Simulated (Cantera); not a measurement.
Input: 1 mol SiH4, 380 mol H2, held at 100 Torr.

These are equilibrium values from Cantera (NASA tables, ideal gas, pure condensed phases), not measurements of a reactor. Candidate condensed phases: Si; 9 gas species. Gases not in the tables: Si2H6 and higher silanes. Rates play no part.

log p: log10 of the partial pressure in bar; n: condensed amount in mol.

```tsv
T (°C)	log p H2	log p H	log p SiH2	log p Si	n Si(s)	n Si(l)
552	-0.88	-11.54	<-12	<-12	1.000	0
702	-0.88	(withheld)	(withheld)	<-12	1.000	0
852	-0.88	(withheld)	(withheld)	<-12	1.000	0
1002	-0.88	-6.57	-8.18	-10.71	1.000	0
1152	-0.88	-5.60	-7.14	-8.79	1.000	0
1302	-0.88	-4.82	-6.30	-7.24	0.998	0
1452	-0.88	-4.17	-5.64	-5.99	0	0.989
```

Q: What belongs in the gaps?

A: 
- 852, log p H: -7.79
- 852, log p SiH2: -9.50
- 702, log p H: -9.38
- 702, log p SiH2: -11.23
